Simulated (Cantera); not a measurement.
# Boron, boron nitride and boron oxide: borazine + NH3 + H2O

Input: 1 mol borazine, 2.8 mol NH3, 0.08 mol H2O, equilibrated at 2.33 Torr.

Method: chemical equilibrium by Gibbs-energy minimisation in Cantera with the NASA 1993 tables (ideal gas, pure condensed phases). Candidate condensed phases: B, BN, B2O3, B3O3H3, H2O; 39 gas species. The feed counts by its element totals alone. Mutual solubility and eutectic melting of coexisting phases are not modelled. Equilibrium is a limit: real reactors are often held back by kinetics, nucleation or transport.

From 1150 K to 1350 K the condensed part is BN(s) + B2O3(l). From 1400 K to 1800 K the condensed part is BN(s). The main B-bearing gas is HBO2 at 1150 K and HBO at 1800 K.

```
T (K)  log p H2  log p N2  log p HBO  log p H  log p HBO2  n BN(s)  n B2O3(l)
-----  --------  --------  ---------  -------  ----------  -------  ---------
1150      -2.59     -3.29      -7.63    -8.42       -6.27     2.95     0.0239
1200      -2.59     -3.29      -7.08    -8.00       -5.95     2.95     0.0227
1250      -2.59     -3.30      -6.57    -7.61       -5.66     2.95     0.0205
1300      -2.59     -3.30      -6.11    -7.25       -5.39     2.95     0.0161
1350      -2.59     -3.30      -5.68    -6.92       -5.14     2.95    0.00763
1400      -2.59     -3.30      -5.35    -6.61       -5.05     2.95          0
1450      -2.59     -3.30      -5.13    -6.32       -5.14     2.95          0
1500      -2.59     -3.30      -4.95    -6.05       -5.27     2.94          0
1550      -2.59     -3.29      -4.81    -5.80       -5.45     2.93          0
1600      -2.59     -3.29      -4.71    -5.56       -5.69     2.93          0
1650      -2.59     -3.29      -4.66    -5.34       -5.98     2.92          0
1700      -2.59     -3.29      -4.63    -5.13       -6.31     2.92          0
1750      -2.59     -3.29      -4.63    -4.93       -6.66     2.92          0
1800      -2.59     -3.29      -4.63    -4.74       -7.01     2.92          0
```
log p: log10 of the partial pressure in bar; n: condensed amount in mol.
